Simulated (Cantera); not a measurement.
A Cantera script and what it prints.

```python
import numpy as np
import cantera as ct

gas_names = """
    AL ALN ALO ALO2 AL2 AL2O AL2O2 N NO NO2 NO3 N2 N2O O O2 O3
""".split()
cond_names = """
    AL(cr) AL(L) ALN(s) AL2O3(a) AL2O3(L)
""".split()


def load(file, names, dense=False):
    # The tables refer to 1 bar. Condensed volumes are neglected.
    table = {s.name: s for s in ct.Species.list_from_file(file)}
    out = []
    for n in names:
        d = dict(table[n].input_data)
        d["thermo"] = dict(d["thermo"], **{"reference-pressure": 1e5})
        if dense:
            d["equation-of-state"] = {"model": "constant-volume", "density": "1e6 g/cm^3"}
        out.append(ct.Species.from_dict(d))
    return out


gas = ct.Solution(thermo="ideal-gas", species=load("nasa_gas.yaml", gas_names))
cond = {s.name: ct.Solution(thermo="fixed-stoichiometry", species=[s], name=s.name)
        for s in load("nasa_condensed.yaml", cond_names, dense=True)}
atoms = {
    'Al': {'AL': 1},
    'O2': {'O': 2},
    'N2': {'N': 2},
}
top_T = {'ALN(s)': 2750}  # K; cautious upper limits of use, not melting points


def equilibrate(T, P, feed):
    n = {}
    for name, mol in feed.items():
        for a, k in atoms[name].items():
            n[a] = n.get(a, 0.0) + k * mol
    gas.TPX = T, P, n
    mass = sum(n.values()) * gas.mean_molecular_weight
    gas.equilibrate("TP")
    valid = [c for c in cond.values() if c.min_temp <= T <= top_T.get(c.name, c.max_temp)]
    mix = ct.Mixture([(gas, mass / gas.mean_molecular_weight)] + [(c, 0.0) for c in valid])
    mix.T, mix.P = T, P
    mix.equilibrate("TP", solver="vcs", rtol=1e-11, max_steps=5000)
    return mix


results = []
feed = {'Al': 1, 'O2': 2.3, 'N2': 7.4}  # mol
T = 998.15  # K
P = 64000  # Pa
mix = equilibrate(T, P, feed)
results.append((T, P, feed, dict(zip(mix.species_names, mix.species_moles))))
print(gas.report(threshold=0.001))
for i in range(1, mix.n_phases):
    print(f"{mix.phase(i).name:16s} {mix.phase_moles(i):12.5e} mol")
```

Result:

```
       temperature   998.15 K
          pressure   64000 Pa
           density   0.22136 kg/m^3
  mean mol. weight   28.704 kg/kmol
   phase of matter   gas

                          1 kg             1 kmol
                     ---------------   ---------------
          enthalpy        7.5325e+05        2.1621e+07  J
   internal energy        4.6412e+05        1.3322e+07  J
           entropy              8303        2.3833e+05  J/K
    Gibbs function       -7.5344e+06       -2.1627e+08  J
 heat capacity c_p            1151.6             33055  J/K
 heat capacity c_v            861.93             24741  J/K

                      mass frac. Y      mole frac. X     chem. pot. / RT
                     ---------------   ---------------   ---------------
                N2           0.80693            0.8268           -25.493
                O2           0.19304           0.17317            -28.76
     [  +14 minor]        3.1622e-05        2.9645e-05

AL(L)             0.00000e+00 mol
ALN(s)            0.00000e+00 mol
AL2O3(a)          5.00000e-01 mol
```

Equilibrium computed with Cantera from the NASA thermochemical tables; the gas is ideal and each condensed phase is pure.
